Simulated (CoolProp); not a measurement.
A simple Rankine cycle with ammonia: condensing at 298.15 K, boiler at 3.96 MPa, turbine inlet 391.1 K, turbine efficiency 0.65, pump efficiency 0.6, no recuperator. Each further row changes one setting.

Computed with CoolProp (reference Helmholtz-energy equation of state, Gao 2020).

```tsv
case	thermal efficiency (%)	net work (kJ/kg)	heat in (kJ/kg)	turbine exit temperature (K)	volume ratio over the turbine
as stated	(withheld)	116	1310	307.6	3.35
turbine inlet 411.1 K	9.2	(withheld)	1370	(withheld)	(withheld)
condensing temperature 290.15 K	10.1	136	1350	(withheld)	4.18
boiler pressure 2.77 MPa	(withheld)	96.1	1350	330.3	2.43
turbine efficiency 0.55	7.4	97.2	1310	314.2	3.45
```

### Question
What belongs in the gaps?

### Answer

- as stated, thermal efficiency (%): 8.9
- turbine inlet 411.1 K, net work (kJ/kg): 127
- turbine inlet 411.1 K, turbine exit temperature (K): 326.6
- turbine inlet 411.1 K, volume ratio over the turbine: 3.34
- condensing temperature 290.15 K, turbine exit temperature (K): 294.9
- boiler pressure 2.77 MPa, thermal efficiency (%): 7.1
